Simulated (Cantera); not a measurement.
**Thermodynamics of halide evaporation, hydrolysis and transport, feed CsCl + N2**

Charge: 1 mol CsCl, a varied amount of N2, at 900 K and 1.20 mbar.

Cantera equilibrium calculation (NASA polynomials, part measured and part estimated; ideal gas, pure solids and liquids). Candidate condensed phases: Cs, CsCl; 8 gas species. Equilibrium is a limit: real reactors are often held back by kinetics, nucleation or transport.

From 0.17 mol N2 to 2.3 mol N2 the condensed part is CsCl(s). From 8.6 mol N2 to 440 mol N2 nothing is condensed. The main Cs-bearing gas is Cs2Cl2 at 0.17 mol N2 and CsCl at 440 mol N2.

```json
[
 {"n(N2) (mol)": "0.17", "x N2": "0.908", "x CsCl": "0.0599", "x Cs2Cl2": "0.0316", "n CsCl(s)": "0.977"},
 {"n(N2) (mol)": "0.63", "x N2": "0.908", "x CsCl": "0.0599", "x Cs2Cl2": "0.0316", "n CsCl(s)": "0.915"},
 {"n(N2) (mol)": "2.3", "x N2": "0.908", "x CsCl": "0.0599", "x Cs2Cl2": "0.0316", "n CsCl(s)": "0.688"},
 {"n(N2) (mol)": "8.6", "x N2": "0.919", "x CsCl": "0.0545", "x Cs2Cl2": "0.0262", "n CsCl(s)": "0"},
 {"n(N2) (mol)": "32", "x N2": "0.974", "x CsCl": "0.0219", "x Cs2Cl2": "0.00424", "n CsCl(s)": "0"},
 {"n(N2) (mol)": "120", "x N2": "0.992", "x CsCl": "0.00732", "x Cs2Cl2": "0.000473", "n CsCl(s)": "0"},
 {"n(N2) (mol)": "440", "x N2": "0.998", "x CsCl": "0.00218", "x Cs2Cl2": "4.20e-5", "n CsCl(s)": "0"}
]
```
x: gas mole fraction; n: condensed amount in mol.
